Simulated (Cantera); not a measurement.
Cantera run:

```python
import numpy as np
import cantera as ct

gas_names = """
    CL CLO CL2 H HCL HOCL HO2 H2 H2O H2O2 O OH O2 O3 Si SiCL SiCL2 SiCL3 SiCL4 SiH SiHCL3 SiH2 SiH2CL2
    SiH3 SiH3CL SiH4 SiO SiO2 Si2 Si3
""".split()
cond_names = """
    H2O(s) H2O(L) Si(cr) Si(L) SiO2(Lqz) SiO2(hqz) SiO2(L)
""".split()


# ... load() reads the species with a 1 bar reference pressure and builds the phases ...
atoms = {
    'SiH2Cl2': {'Si': 1, 'H': 2, 'CL': 2},
    'H2O': {'H': 2, 'O': 1},
    'H2': {'H': 2},
}
top_T = {}  # K; cautious upper limits of use, not melting points


# ... equilibrate(T, P, feed) seeds the gas with the atoms and calls Mixture.equilibrate('TP', solver="vcs", rtol=1e-11, max_steps=5000) ...
results = []
feed = {'SiH2Cl2': 1, 'H2O': 30, 'H2': 12}  # mol
P = 13332.2  # Pa
for T in [750, 850, 950, 1050, 1150, 1250, 1350, 1450, 1550, 1650, 1750, 1850, 1950, 2050]:
    mix = equilibrate(T, P, feed)
    results.append((T, P, feed, dict(zip(mix.species_names, mix.species_moles))))
    x = sorted(zip(gas.X, gas.species_names), reverse=True)
    print(f"T = {T:g} K  P = {P:g} Pa  gas = {mix.phase_moles(0):.4g} mol")
    print("   x: " + "  ".join(f"{s} {v:.3e}" for v, s in x if v > 0.0001))
    print("   condensed (mol): " + ("  ".join(f"{mix.phase(i).name} {mix.phase_moles(i):.4g}"
          for i in range(1, mix.n_phases) if mix.phase_moles(i) > 1e-12) or "none"))
```

Result:

```
T = 750 K  P = 13332.2 Pa  gas = 44 mol
   x: H2O 6.364e-01  H2 3.182e-01  HCL 4.545e-02
   condensed (mol): SiO2(Lqz) 1
T = 850 K  P = 13332.2 Pa  gas = 44 mol
   x: H2O 6.364e-01  H2 3.182e-01  HCL 4.545e-02
   condensed (mol): SiO2(hqz) 1
T = 950 K  P = 13332.2 Pa  gas = 44 mol
   x: H2O 6.364e-01  H2 3.182e-01  HCL 4.545e-02
   condensed (mol): SiO2(hqz) 1
T = 1050 K  P = 13332.2 Pa  gas = 44 mol
   x: H2O 6.364e-01  H2 3.182e-01  HCL 4.545e-02
   condensed (mol): SiO2(hqz) 1
T = 1150 K  P = 13332.2 Pa  gas = 44 mol
   x: H2O 6.364e-01  H2 3.182e-01  HCL 4.545e-02
   condensed (mol): SiO2(hqz) 1
T = 1250 K  P = 13332.2 Pa  gas = 44 mol
   x: H2O 6.364e-01  H2 3.182e-01  HCL 4.545e-02
   condensed (mol): SiO2(hqz) 1
T = 1350 K  P = 13332.2 Pa  gas = 44 mol
   x: H2O 6.364e-01  H2 3.182e-01  HCL 4.545e-02
   condensed (mol): SiO2(hqz) 1
T = 1450 K  P = 13332.2 Pa  gas = 44 mol
   x: H2O 6.364e-01  H2 3.182e-01  HCL 4.545e-02
   condensed (mol): SiO2(hqz) 1
T = 1550 K  P = 13332.2 Pa  gas = 44 mol
   x: H2O 6.363e-01  H2 3.182e-01  HCL 4.545e-02
   condensed (mol): SiO2(hqz) 1
T = 1650 K  P = 13332.2 Pa  gas = 44 mol
   x: H2O 6.363e-01  H2 3.181e-01  HCL 4.543e-02  H 1.403e-04
   condensed (mol): SiO2(hqz) 1
T = 1750 K  P = 13332.2 Pa  gas = 44.01 mol
   x: H2O 6.362e-01  H2 3.180e-01  HCL 4.540e-02  H 3.592e-04
   condensed (mol): SiO2(L) 0.9999
T = 1850 K  P = 13332.2 Pa  gas = 44.02 mol
   x: H2O 6.359e-01  H2 3.177e-01  HCL 4.534e-02  H 8.316e-04  OH 1.230e-04
   condensed (mol): SiO2(L) 0.9991
T = 1950 K  P = 13332.2 Pa  gas = 44.06 mol
   x: H2O 6.354e-01  H2 3.170e-01  HCL 4.521e-02  H 1.768e-03  OH 3.217e-04  CL 1.889e-04  SiO 1.209e-04
   condensed (mol): SiO2(L) 0.9946
T = 2050 K  P = 13332.2 Pa  gas = 44.13 mol
   x: H2O 6.343e-01  H2 3.155e-01  HCL 4.495e-02  H 3.490e-03  OH 7.668e-04  SiO 5.749e-04  CL 3.681e-04
   condensed (mol): SiO2(L) 0.9744
```

Method: chemical equilibrium by Gibbs-energy minimisation in Cantera with the NASA 1993 tables (ideal gas, pure condensed phases). The tables hold silica as quartz up to 1696 K and as liquid above; real silica turns to tridymite and cristobalite and melts near 1996 K. Gases not in the tables: Si(OH)4.
